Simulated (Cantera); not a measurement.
Mixture: 6.28 % CH4, 19.6 % O2, 74.1 % N2, equivalence ratio 0.64, at 0.500 bar, adiabatic and at constant volume. Ignition delay is the time to a rise of 400 K.

Computed with Cantera and GRI-Mech 3.0 (53 species, 325 reactions).

### Question
At T0 = 1400 K, what is the delay, and which 6 reactions control it most (d ln τ / d ln k, from doubling and halving each rate constant)?

### Answer
The delay is 4.59 ms.
| reaction | d ln τ / d ln k | faster rate |
|---|---|---|
| CH3 + O2 <=> CH3O + O | -0.50 | shortens it |
| 2 CH3 (+M) <=> C2H6 (+M) | 0.40 | lengthens it |
| H + O2 <=> O + OH | -0.33 | shortens it |
| CH4 + H <=> CH3 + H2 | 0.27 | lengthens it |
| CH3 + O2 <=> CH2O + OH | -0.22 | shortens it |
| CH3 + HO2 <=> CH3O + OH | -0.17 | shortens it |
